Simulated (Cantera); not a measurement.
Mixture: CH₄ : O₂ : N₂ : H₂O = 1 : 2.5 : 9.4 : 3.5 (molar parts), equivalence ratio 0.80, at 9.80 bar, adiabatic and at constant volume. Ignition delay is the time to a rise of 400 K.

Computed with Cantera and GRI-Mech 3.0 (53 species, 325 reactions).

**Question.** What does this change do: pressure from 9.80 bar to 1.70 bar?

**Answer.** 
| quantity | before | after |
|---|---|---|
| delay at 1100 K | 17.9 ms | 0.133 s |
| delay at 1300 K | 1.63 ms | 10.3 ms |
| delay at 1500 K | 0.233 ms | 1.05 ms |
| delay at 1700 K | 38.8 µs | 0.154 ms |
| delay at 1900 K | 8.71 µs | 37.3 µs |
| apparent activation energy between 1700 and 1900 K | 200 kJ/mol | 190 kJ/mol |
